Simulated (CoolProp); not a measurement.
Propylene at 321.96 K and 0.964 MPa is compressed adiabatically to 4.78 MPa with isentropic efficiency 0.75. Each further row changes one setting.

Model: reference Helmholtz-energy equation of state, Lemmon 2013, in CoolProp.

```
case             work (kJ/kg)  final temperature (K)  final density (kg/m³)
---------------  ------------  ---------------------  ---------------------
as stated                 122                  419.1                   77.9
efficiency 1             91.7                  407.5                   84.3
efficiency 0.65           141                  426.5                   74.6
```
